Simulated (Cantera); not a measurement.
A closed system holds: 1 mol SiH2Cl2, 0.05 mol HCl, 690 mol H2, held at 0.100 bar.

These are equilibrium values from Cantera (NASA tables, ideal gas, pure condensed phases), not measurements of a reactor. Candidate condensed phases: Si; 19 gas species. The numbers say what is thermodynamically allowed, not how fast it happens. All values below are at 900 K.

Base state: H2 0.998, HCl 0.00160, SiHCl3 0.000240, SiCl4 0.000136, SiH2Cl2 4.02e-5 (mole fractions); condensed: Si(s).

**Question.** What changes in the equilibrium state with this change: SiH2Cl2 replaced by SiCl4?

**Answer.** 
```tsv
species	before	after
H2	0.998	0.997
HCl	0.00160	0.00216
SiHCl3	0.000240	0.000582
SiCl4	0.000136	0.000443
SiH2Cl2	4.02e-5	7.26e-5
Si(s), mol	0.707	0.230
```
